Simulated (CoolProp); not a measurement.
Model: reference Helmholtz-energy equation of state, Wu 2012, in CoolProp.

Give the vapour pressure (bar), liquid density (kg/m³), vapour density (kg/m³), liquid cp (kJ/(kg K)) of saturated fluoroethane (R161) at 320.4, 330.2 K.


```
T (K)  p (bar)  liquid density (kg/m³)  vapour density (kg/m³)  liquid cp (kJ/(kg K))
-----  -------  ----------------------  ----------------------  ---------------------
320.4     16.2                     658                    38.8                   2.50
330.2     20.3                     631                    50.0                   2.64
```
